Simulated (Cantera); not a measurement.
A perfectly stirred reactor is fed with C₂H₆ : N₂ = 1 : 78 (molar parts), at 0.380 bar; it is held at 1625 K, and followed from long to short residence time.

Model: GRI-Mech 3.0 (53 species, 325 reactions), integrated in Cantera. GRI-Mech 3.0 stops at C3 and has no aromatics, soot or wall deposition, so with more carbon than oxygen in the feed, carbon stays in small species such as C2H2 where larger ones or solid carbon would form.

Q: Predict: x(C₂H₆) at τ = 2.30 s; x(H₂) at τ = 2.30 s; x(HCN) at τ = 2.30 s; x(C₂H) at τ = 2.30 s; x(C₂H₂) at τ = 2.30 s; x(C₂H₆) at τ = 10.0 ms; x(H₂) at τ = 10.0 ms; x(HCN) at τ = 10.0 ms; x(C₂H) at τ = 10.0 ms; x(C₂H₂) at τ = 10.0 ms.

A: 
| Item | Result |
|---|---|
| x(C₂H₆) at τ = 2.30 s | 2.61e-6 |
| x(H₂) at τ = 2.30 s | 0.0222 |
| x(HCN) at τ = 2.30 s | 8.87e-6 |
| x(C₂H) at τ = 2.30 s | 5.19e-8 |
| x(C₂H₂) at τ = 2.30 s | 0.0115 |
| x(C₂H₆) at τ = 10.0 ms | 0.000228 |
| x(H₂) at τ = 10.0 ms | 0.0187 |
| x(HCN) at τ = 10.0 ms | 5.47e-6 |
| x(C₂H) at τ = 10.0 ms | 2.09e-7 |
| x(C₂H₂) at τ = 10.0 ms | 0.00967 |
